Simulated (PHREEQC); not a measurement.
Solution (20 °C): 40 mmol/kgw CuSO4, 0.15 mmol/kgw KHSO4 and 16 mmol/kgw ZnCl2. Closed to the air; pH follows from the charge balance.

Model: ion-association model, phreeqc.dat, run in PHREEQC.

Each row changes one thing in this solution. Precipitation was switched off in this run.

| case | pH | ionic strength (mol/kgw) | Cu+2 (mol/kgw) | SO4-2 (mol/kgw) | CuSO4 (mol/kgw) | CuCl+ (mol/kgw) |
|---|---|---|---|---|---|---|
| as made | 4.12 | 0.130 | 0.0263 | 0.0202 | 0.0130 | 0.000640 |
| KHSO4 replaced by NaHSO4 at the same molality | 4.12 | 0.130 | 0.0263 | 0.0202 | 0.0130 | 0.000640 |
| ZnCl2 from 0.016 to 0.0032 mol/kgw | 4.14 | 0.101 | 0.0241 | 0.0226 | 0.0158 | (withheld) |
| diluted 100-fold with water | 5.44 | 0.00197 | 0.000379 | 0.000374 | (withheld) | 2.10e-7 |
| ZnCl2 from 0.016 to 0.008 mol/kgw | 4.13 | 0.111 | 0.0250 | 0.0215 | 0.0146 | (withheld) |
| ZnCl2 replaced by MgCl2 at the same molality | 4.12 | 0.131 | 0.0260 | 0.0210 | 0.0134 | 0.000636 |

**Question.** Fill in the missing entries.

**Answer.** 
- ZnCl2 from 0.016 to 0.0032 mol/kgw, CuCl+ (mol/kgw): 0.000127
- diluted 100-fold with water, CuSO4 (mol/kgw): 1.90e-5
- ZnCl2 from 0.016 to 0.008 mol/kgw, CuCl+ (mol/kgw): 0.000320
